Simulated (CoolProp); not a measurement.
Octamethylcyclotetrasiloxane (D4) along the isotherm 610 K: fugacity coefficient from the reference equation and from simpler models built on Tc = 586.5 K, pc = 13.47 bar, ω = 0.598; each cubic takes its own stable root.

Computed with CoolProp (reference Helmholtz-energy equation of state, Thol 2015).

| p (bar) | phase | reference | van der Waals | Redlich-Kwong | Soave-Redlich-Kwong | Peng-Robinson |
|---|---|---|---|---|---|---|
| 3.06 | gas | 0.9322 | 0.9390 | 0.9319 | 0.9349 | 0.9271 |
| 6.12 | gas | 0.8659 | 0.8785 | 0.8654 | 0.8714 | 0.8573 |
| 9.19 | gas | 0.8007 | 0.8174 | 0.7999 | 0.8091 | 0.7899 |
| 12.2 | gas | 0.7376 | 0.7562 | 0.7359 | 0.7488 | 0.7258 |
| 15.3 | supercritical | 0.6725 | 0.6878 | 0.6681 | 0.6864 | 0.6610 |
| 18.4 | supercritical | 0.6059 | 0.6131 | 0.5966 | 0.6229 | 0.5967 |
| 21.4 | supercritical | 0.5470 | 0.5573 | 0.5394 | 0.5675 | 0.5414 |
| 24.5 | supercritical | 0.4984 | 0.5134 | 0.4936 | 0.5216 | 0.4955 |
| 27.6 | supercritical | 0.4600 | 0.4796 | 0.4576 | 0.4851 | 0.4589 |
| 30.6 | supercritical | 0.4301 | 0.4536 | 0.4297 | 0.4565 | 0.4302 |
| 33.7 | supercritical | 0.4049 | 0.4320 | 0.4060 | 0.4322 | 0.4057 |
